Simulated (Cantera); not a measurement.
An isothermal plug-flow reactor at 450 K and 100000 Pa (inlet), inlet velocity 0.83 m/s, active area per volume 160 1/m; feed H2 : O2 : N2 : H2O = 0.0025 : 0.097 : 0.79 : 0.045 (molar parts).

Cantera simulation using Deutschmann's 1995 Pt surface mechanism with GRI-Mech 3.0 gas chemistry; the numbers are that mechanism's predictions, not measurements. Catalytic surfaces can have several steady states; this one follows from the mechanism file's or the stated starting coverage. Mass transfer to the wall is taken as infinitely fast.

**Question.** Predict: x(H2) at z = 0.04 m; x(O2) at z = 0.04 m; x(H2O) at z = 0.04 m; θ(free Pt) at the exit; θ(O*) at the exit; θ(OH*) at the exit.

**Answer.** 
- x(H2) at z = 0.04 m = 0.000334
- x(O2) at z = 0.04 m = 0.103
- x(H2O) at z = 0.04 m = 0.0506
- θ(free Pt) at the exit = 0.00444
- θ(O*) at the exit = 0.957
- θ(OH*) at the exit = 0.0384
